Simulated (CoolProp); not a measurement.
Model: reference Helmholtz-energy equation of state, Thol 2017, in CoolProp.

### Question
Give the vapour pressure (kPa), vapour density (kg/m³), liquid cp (kJ/(kg K)) of saturated octamethyltrisiloxane (MDM) at 413.9, 423.1, 441.6 K.

### Answer
```csv
T (K),p (kPa),vapour density (kg/m³),liquid cp (kJ/(kg K))
413.9,73.7,5.39,2.08
423.1,94.8,6.86,2.10
441.6,151,10.8,2.16
```
